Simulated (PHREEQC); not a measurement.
# Brine

Solution (10 °C): 0.82 mol HCl, 0.45 mol K2SO4 and 0.44 mol NaCl per kg of water. Closed to the air; pH follows from the charge balance.

Model: Pitzer model, pitzer.dat, run in PHREEQC.

Precipitation was switched off in this run.

Q: Predict the pH.

A: pH 0.23.

Q: In which forms is S present?

A: HSO4- 66 %, SO4-2 34 % of the S.

In brines, pH and single-ion activities rest on the MacInnes convention. Away from 25 °C the constants follow the database's enthalpies or fits; those with neither stay at their 25 °C values.
